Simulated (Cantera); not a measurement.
Cantera run, input and output.

```python
import numpy as np
import cantera as ct

gas = ct.Solution("gri30.yaml", transport_model="multicomponent")
show = ['H2', 'OH', 'C2H2']

rows = []
print(f"{'T/K':>7s}{'rho':>11s}{'cp':>10s}{'mu':>11s}{'lambda':>11s}{'Pr':>7s}" + "".join(f"{'D_' + s:>11s}" for s in show))
for T in [400, 500, 600, 700, 800, 900]:
    gas.TPX = T, 1333, {'O2': 0.36}
    Pr = gas.cp_mass * gas.viscosity / gas.thermal_conductivity
    D = [gas.mix_diff_coeffs_mole[gas.species_index(s)] for s in show]
    rows.append([gas.density, gas.cp_mass, gas.viscosity, gas.thermal_conductivity, Pr, *D])
    print(f"{T:7g}{gas.density:11.4e}{gas.cp_mass:10.1f}{gas.viscosity:11.4e}"
          f"{gas.thermal_conductivity:11.4e}{Pr:7.3f}" + "".join(f"{d:11.4e}" for d in D))
print("SI units: kg/m3, J/kg/K, Pa s, W/m/K, m2/s")
```

Output:

```
    T/K        rho        cp         mu     lambda     Pr       D_H2       D_OH     D_C2H2
    400 1.2825e-02     941.4 2.5629e-05 3.3889e-02  0.712 1.0010e-02 4.0482e-03 2.1288e-03
    500 1.0260e-02     971.4 3.0045e-05 4.1059e-02  0.711 1.4570e-02 5.9282e-03 3.1593e-03
    600 8.5500e-03    1002.6 3.4077e-05 4.8102e-02  0.710 1.9766e-02 8.0717e-03 4.3388e-03
    700 7.3286e-03    1031.1 3.7824e-05 5.4934e-02  0.710 2.5559e-02 1.0462e-02 5.6565e-03
    800 6.4125e-03    1054.7 4.1353e-05 6.1465e-02  0.710 3.1915e-02 1.3084e-02 7.1043e-03
    900 5.7000e-03    1073.7 4.4705e-05 6.7676e-02  0.709 3.8811e-02 1.5929e-02 8.6756e-03
SI units: kg/m3, J/kg/K, Pa s, W/m/K, m2/s
```

Detailed kinetics in Cantera: GRI-Mech 3.0 (53 species, 325 reactions).
